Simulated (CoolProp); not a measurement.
Vapour-liquid equilibrium of methanol (1) + m-xylene (2) at 0.394 MPa; x and y are mole fractions of (1).

Values from CoolProp's multi-fluid Helmholtz-energy mixture model, de Reuck 1993 and Zhou 2012; pair parameters Bell 2016.

```
x     bubble temperature (K)  y at the bubble point  dew temperature at overall composition x (K)  liquid density (mol/L)
----  ----------------------  ---------------------  --------------------------------------------  ----------------------
0.05                   430.1                  0.582                                         468.4                   7.161
0.2                    393.8                  0.848                                         459.3                   8.362
0.35                   386.6                  0.883                                         449.3                   9.526
0.5                    384.2                  0.895                                         437.6                   10.99
0.65                   382.3                  0.908                                         423.0                   12.98
0.8                    380.1                  0.931                                         402.7                   15.83
0.95                   377.5                  0.977                                         378.8                   20.13
```

No azeotrope shows between x = 0.05 and 0.95.

Pair parameters are fitted to limited data, so mixtures are less certain than the pure fluids. With so large a gap from Raoult's law the liquid may split in two, which this calculation doesn't test in full.
